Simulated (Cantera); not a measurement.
A Cantera script and what it prints.

```python
import numpy as np
import cantera as ct

gas_names = """
    Cu CuF CuF2 Cu2 F F2 N NF NF2 NF3 N2
""".split()
cond_names = """
    Cu(cr) Cu(L) CuF2(s) CuF2(L)
""".split()


# ... load() reads the species with a 1 bar reference pressure and builds the phases ...
atoms = {
    'Cu': {'Cu': 1},
    'F2': {'F': 2},
    'N2': {'N': 2},
}
top_T = {}  # K; cautious upper limits of use, not melting points


# ... equilibrate(T, P, feed) seeds the gas with the atoms and calls Mixture.equilibrate('TP', solver="vcs", rtol=1e-11, max_steps=5000) ...
results = []
feed = {'Cu': 1, 'F2': 0.34, 'N2': 0.65}  # mol
P = 133.322  # Pa
for T in [473, 573, 673, 773, 873, 973, 1073, 1173, 1273, 1373, 1473]:
    mix = equilibrate(T, P, feed)
    results.append((T, P, feed, dict(zip(mix.species_names, mix.species_moles))))

top = {s: max(r[3][s] / sum(r[3][g] for g in gas_names) for r in results) for s in gas_names}
cols = sorted((s for s in top if top[s] > 0.001), key=lambda s: -top[s])[:7]
seen = [c for c in cond_names if any(r[3].get(c, 0) > 1e-12 for r in results)]
print("log10 of partial pressures in bar; condensed amounts in mol")
print(f"{'T/K':>10s}" + "".join(f"{s[:9]:>10s}" for s in cols + seen))
for T, P, feed, n in results:
    ng = sum(n[g] for g in gas_names)
    print(f"{T:10.4g}" + "".join(f"{np.log10(max(n[s] / ng * P / 1e5, 1e-99)):10.3f}" for s in cols)
          + "".join(f"{n.get(c, 0):10.4g}" for c in seen))
```

Result:

```
log10 of partial pressures in bar; condensed amounts in mol
       T/K        N2       CuF      CuF2        Cu    Cu(cr)     Cu(L)   CuF2(s)
       473    -2.875   -19.490   -20.221   -30.341      0.66         0      0.34
       573    -2.875   -14.599   -15.071   -23.855      0.66         0      0.34
       673    -2.875   -11.186   -11.487   -19.303      0.66         0      0.34
       773    -2.875    -8.674    -8.860   -15.936      0.66         0      0.34
       873    -2.875    -6.754    -6.858   -13.344      0.66         0    0.3399
       973    -2.879    -5.241    -5.288   -11.290    0.6586         0    0.3361
      1073    -2.942    -4.021    -4.027    -9.623    0.6329         0    0.2595
      1173    -3.130    -3.389    -3.736    -8.243     0.481         0         0
      1273    -3.167    -3.227    -4.227    -7.084    0.3765         0         0
      1373    -3.181    -3.181    -4.824    -6.102         0     0.334         0
      1473    -3.186    -3.172    -5.367    -5.286         0    0.3191         0
```

Equilibrium computed with Cantera from the NASA thermochemical tables; the gas is ideal and each condensed phase is pure. Mutual solubility and eutectic melting of coexisting phases are not modelled.
